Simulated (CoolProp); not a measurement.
A single-stage vapour-compression cycle with R1224YDZ: evaporating at 243.15 K (dew point), condensing at 279.15 K (bubble point), superheat 8 K, subcooling 5 K, compressor efficiency 0.85, no pressure losses. Each further row changes one setting.

Computed with CoolProp (reference Helmholtz-energy equation of state, Akasaka 2023).

```csv
case,cooling COP,pressure ratio,discharge temperature (K),refrigerating effect (kJ/kg),volumetric capacity (kJ/m³)
as stated,[?],5.88,296.8,162,141
evaporating temperature 248.15 K,[?],[?],294.7,165,187
condensing temperature 274.15 K,[?],[?],291.2,167,146
subcooling 10 K,5.41,5.88,296.8,167,146
superheat 18 K,5.24,5.88,[?],[?],141
compressor efficiency 0.75,4.61,5.88,[?],162,141
```

Problem. Fill in the missing entries.

Solution. 
- as stated, cooling COP: 5.23
- evaporating temperature 248.15 K, cooling COP: 6.31
- evaporating temperature 248.15 K, pressure ratio: 4.43
- condensing temperature 274.15 K, cooling COP: 6.19
- condensing temperature 274.15 K, pressure ratio: 4.75
- superheat 18 K, discharge temperature (K): 307.1
- superheat 18 K, refrigerating effect (kJ/kg): 169
- compressor efficiency 0.75, discharge temperature (K): 302.0
